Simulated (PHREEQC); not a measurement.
Solution (20 °C): 4.6 mol KOH, 0.46 mol H3BO3 and 0.19 mol KBr per kg of water. Closed to the air; pH follows from the charge balance.

Equilibrium calculation in PHREEQC: Pitzer model, pitzer.dat.

Each row changes one thing in this solution. No solid was allowed to form.

| case | pH | ionic strength (mol/kgw) |
|---|---|---|
| as made | 15.34 | 4.79 |
| KBr left out | 15.33 | 4.60 |
| diluted 100-fold with water | 12.70 | 0.0479 |
| KOH from 4.6 to 4.14 mol/kgw | 15.19 | 4.33 |
| KBr replaced by K2CO3 at the same molality | 15.39 | 5.17 |
| diluted 10-fold with water | 13.68 | … |
| H3BO3 left out | 15.38 | 4.79 |
| diluted 5-fold with water | 14.02 | 0.958 |
| KOH left out | … | 0.190 |

### Question
Complete the blanks.

### Answer

- diluted 10-fold with water, ionic strength (mol/kgw): 0.479
- KOH left out, pH: 4.16

In brines, pH and single-ion activities rest on the MacInnes convention.
